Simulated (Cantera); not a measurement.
Source: NASA polynomial tables (part measured, part estimated), evaluated in Cantera. Values are per mole of reaction as written; species without (g) are pure solids or liquids, kept so even where they would boil at 1 bar.

a) 0.6667 Al + Br2(g) ⇌ 0.6667 AlBr3(g)
b) Ca + Br2(g) ⇌ CaBr2
c) Ba + Br2(g) ⇌ BaBr2
d) 0.5 Si + Br2(g) ⇌ 0.5 SiBr4(g)

### Question
Order these by ΔG° at 1875 K, most negative first.

### Answer
c (-532 kJ), b (-468 kJ), a (-234 kJ), d (-119 kJ)
